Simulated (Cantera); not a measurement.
Input (Python, Cantera):

```python
import numpy as np
import cantera as ct

gas = ct.Solution("gri30.yaml")
gas.TPX = 650, 101325, {'CH4': 1, 'O2': 3.77, 'N2': 14.2, 'H2O': 0.66}
inlet = ct.Reservoir(gas, clone=True)
gas.equilibrate("HP")  # start burning
reactor = ct.IdealGasConstPressureReactor(gas, energy="on", clone=False)
exhaust = ct.Reservoir(gas, clone=True)
tau = [0.086, 0.034, 0.013, 0.0052, 0.0021, 0.00081, 0.00032, 0.00013, 5e-05, 2e-05, 7.7e-06, 3e-06][0]
for a, b in ((inlet, reactor), (reactor, exhaust)):
    ct.MassFlowController(a, b, mdot=lambda t: reactor.mass / tau)
net = ct.ReactorNet([reactor])
show = ['CH4', 'O2', 'H2O', 'NO2', 'NO']

rows = []
print(f"{'tau/s':>10s}{'T/K':>9s}" + "".join(f"{s:>11s}" for s in show))
for tau in [0.086, 0.034, 0.013, 0.0052, 0.0021, 0.00081, 0.00032, 0.00013, 5e-05, 2e-05, 7.7e-06, 3e-06]:
    net.initial_time = 0.0
    net.advance(30 * tau)
    before = gas.X
    net.advance(40 * tau)
    drift = np.max(np.abs(gas.X - before) / (gas.X + 1e-9))
    rows.append([gas.T, *gas[show].X, drift])
    print(f"{tau:10.3e}{gas.T:9.1f}" + "".join(f"{x:11.3e}" for x in gas[show].X))
```

Result:

```
     tau/s      T/K        CH4         O2        H2O        NO2         NO
 8.600e-02   1767.7  1.119e-05  8.998e-02  1.347e-01  2.139e-08  1.063e-05
 3.400e-02   1763.0  2.038e-05  8.999e-02  1.344e-01  1.791e-08  9.030e-06
 1.300e-02   1754.7  3.769e-05  9.008e-02  1.339e-01  1.377e-08  7.574e-06
 5.200e-03   1741.2  6.828e-05  9.033e-02  1.331e-01  9.829e-09  6.226e-06
 2.100e-03   1719.2  1.263e-04  9.092e-02  1.320e-01  6.860e-09  5.138e-06
 8.100e-04   1680.7  2.585e-04  9.237e-02  1.302e-01  4.760e-09  4.182e-06
 3.200e-04   1617.2  6.174e-04  9.584e-02  1.277e-01  3.116e-09  2.872e-06
 1.300e-04    650.0  5.094e-02  1.921e-01  3.362e-02  3.043e-21  1.014e-20
 5.000e-05    650.0  5.094e-02  1.921e-01  3.362e-02  2.817e-24  9.385e-24
 2.000e-05    650.0  5.094e-02  1.921e-01  3.362e-02  1.666e-26  5.549e-26
 7.700e-06    650.0  5.094e-02  1.921e-01  3.362e-02  1.193e-28  3.974e-28
 3.000e-06    650.0  5.094e-02  1.921e-01  3.362e-02  4.738e-30  1.578e-29
```

Computed with Cantera and GRI-Mech 3.0 (53 species, 325 reactions).
